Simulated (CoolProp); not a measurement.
Vapour-liquid equilibrium of n-octane (1) + m-xylene (2) at 293.3 K; x and y are mole fractions of (1).

Computed with CoolProp (multi-fluid Helmholtz-energy mixture model, Beckmüller 2019 and Zhou 2012; pair parameters Bell 2016).

| x | bubble pressure (kPa) | y at the bubble point | dew pressure at overall composition x (kPa) | liquid density (mol/L) |
|---|---|---|---|---|
| 0.05 | ___ | ___ | ___ | 8.015 |
| 0.2 | 0.9859 | ___ | 0.9280 | 7.662 |
| 0.35 | ___ | 0.487 | 1.005 | 7.334 |
| 0.5 | ___ | 0.628 | 1.090 | 7.029 |
| 0.65 | 1.250 | 0.750 | 1.184 | 6.744 |
| 0.8 | 1.325 | 0.861 | 1.283 | 6.478 |
| 0.95 | 1.395 | ___ | 1.384 | 6.229 |

Q: Complete the blanks.

A: 
- 0.05, bubble pressure (kPa): 0.8781
- 0.05, y at the bubble point: 0.092
- 0.05, dew pressure at overall composition x (kPa): 0.8601
- 0.2, y at the bubble point: 0.315
- 0.35, bubble pressure (kPa): 1.082
- 0.5, bubble pressure (kPa): 1.169
- 0.95, y at the bubble point: 0.966

No azeotrope shows between x = 0.05 and 0.95.

Pair parameters are fitted to limited data, so mixtures are less certain than the pure fluids.
